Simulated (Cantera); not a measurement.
Input: 1 mol Cu, 5.3 mol CO2, 4.2 mol N2, at 1698 K and 0.200 bar.

Cantera equilibrium calculation (NASA polynomials, part measured and part estimated; ideal gas, pure solids and liquids). Candidate condensed phases: C, Cu, CuO, Cu2O; 27 gas species. The numbers say what is thermodynamically allowed, not how fast it happens.

Base state: CO2 0.554, N2 0.441, CO 0.00246, O2 0.00115, Cu 0.000774, NO 0.000159 (mole fractions); condensed: Cu(l).

Q: What changes in the equilibrium state with this change: pressure from 0.200 bar to 4.80 mbar?

A: 
```json
[
 {"species": "CO2", "before": "0.554", "after": "0.529"},
 {"species": "N2", "before": "0.441", "after": "0.426"},
 {"species": "Cu", "before": "0.000774", "after": "0.0322"},
 {"species": "Cu2", "before": "9.27e-7", "after": "3.86e-5"},
 {"species": "O", "before": "3.31e-6", "after": "3.95e-5"},
 {"species": "CuO", "before": "1.76e-6", "after": "2.10e-5"},
 {"species": "Cu(l), mol", "before": "0.993", "after": "0.681"}
]
```
